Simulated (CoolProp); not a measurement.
Vapour pressure (MPa) of benzene: the reference equation beside estimates from Tc = 562.0 K, pc = 4.906 MPa, ω = 0.211. Clausius-Clapeyron is anchored at 450.1 K with a constant enthalpy of vaporisation of 24.19 kJ/mol.

Model: reference Helmholtz-energy equation of state, Thol 2012, in CoolProp.

```json
[
 {"T (K)": "446", "reference": "0.9039", "Lee-Kesler": "0.9075", "Clausius-Clapeyron": "0.9171", "van der Waals": "1.812", "Redlich-Kwong": "1.139", "Soave-Redlich-Kwong": "0.9117", "Peng-Robinson": "0.9009"},
 {"T (K)": "450.1", "reference": "0.9732", "Lee-Kesler": "0.9771", "Clausius-Clapeyron": "0.9732", "van der Waals": "1.890", "Redlich-Kwong": "1.216", "Soave-Redlich-Kwong": "0.9822", "Peng-Robinson": "0.9704"},
 {"T (K)": "454.3", "reference": "1.048", "Lee-Kesler": "1.052", "Clausius-Clapeyron": "1.033", "van der Waals": "1.973", "Redlich-Kwong": "1.298", "Soave-Redlich-Kwong": "1.059", "Peng-Robinson": "1.046"},
 {"T (K)": "458.4", "reference": "1.125", "Lee-Kesler": "1.130", "Clausius-Clapeyron": "1.094", "van der Waals": "2.056", "Redlich-Kwong": "1.382", "Soave-Redlich-Kwong": "1.137", "Peng-Robinson": "1.123"},
 {"T (K)": "462.6", "reference": "1.209", "Lee-Kesler": "1.213", "Clausius-Clapeyron": "1.159", "van der Waals": "2.143", "Redlich-Kwong": "1.472", "Soave-Redlich-Kwong": "1.222", "Peng-Robinson": "1.207"},
 {"T (K)": "466.8", "reference": "1.296", "Lee-Kesler": "1.301", "Clausius-Clapeyron": "1.226", "van der Waals": "2.232", "Redlich-Kwong": "1.566", "Soave-Redlich-Kwong": "1.312", "Peng-Robinson": "1.295"},
 {"T (K)": "470.9", "reference": "1.386", "Lee-Kesler": "1.392", "Clausius-Clapeyron": "1.295", "van der Waals": "2.322", "Redlich-Kwong": "1.662", "Soave-Redlich-Kwong": "1.404", "Peng-Robinson": "1.386"},
 {"T (K)": "475.1", "reference": "1.483", "Lee-Kesler": "1.489", "Clausius-Clapeyron": "1.367", "van der Waals": "2.415", "Redlich-Kwong": "1.764", "Soave-Redlich-Kwong": "1.503", "Peng-Robinson": "1.484"},
 {"T (K)": "479.2", "reference": "1.583", "Lee-Kesler": "1.588", "Clausius-Clapeyron": "1.441", "van der Waals": "2.509", "Redlich-Kwong": "1.867", "Soave-Redlich-Kwong": "1.605", "Peng-Robinson": "1.585"}
]
```

Absolute difference from the reference over all 9 rows, mean and median: Lee-Kesler 0.4 and 0.4 %, Clausius-Clapeyron 4.3 and 4.1 %, van der Waals 78.2 and 77.3 %, Redlich-Kwong 21.9 and 21.8 %, Soave-Redlich-Kwong 1.1 and 1.1 %, Peng-Robinson 0.2 and 0.2 %.
